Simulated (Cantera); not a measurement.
A perfectly stirred reactor is fed with 2.38 % CH4, 97.6 % H2, at 16.0 Pa; it is held at 1948 K, and followed from long to short residence time.

Model: GRI-Mech 3.0 (53 species, 325 reactions), integrated in Cantera. GRI-Mech 3.0 stops at C3 and has no aromatics, soot or wall deposition, so with more carbon than oxygen in the feed, carbon stays in small species such as C2H2 where larger ones or solid carbon would form. Radical loss at walls, strong at low pressure, is not modelled.

Predict: x(CH4) at τ = 8.60 s; x(H2) at τ = 8.60 s; x(C2H2) at τ = 8.60 s; x(C2H) at τ = 8.60 s; x(C2H6) at τ = 8.60 s; x(CH4) at τ = 0.170 s; x(H2) at τ = 0.170 s; x(C2H2) at τ = 0.170 s; x(C2H6) at τ = 0.170 s.


| Quantity | Result |
|---|---|
| x(CH4) at τ = 8.60 s | 0.00889 |
| x(H2) at τ = 8.60 s | 0.978 |
| x(C2H2) at τ = 8.60 s | 0.00671 |
| x(C2H) at τ = 8.60 s | 6.16e-7 |
| x(C2H6) at τ = 8.60 s | 1.99e-7 |
| x(CH4) at τ = 0.170 s | 0.0236 |
| x(H2) at τ = 0.170 s | 0.976 |
| x(C2H2) at τ = 0.170 s | 3.81e-6 |
| x(C2H6) at τ = 0.170 s | 2.60e-8 |
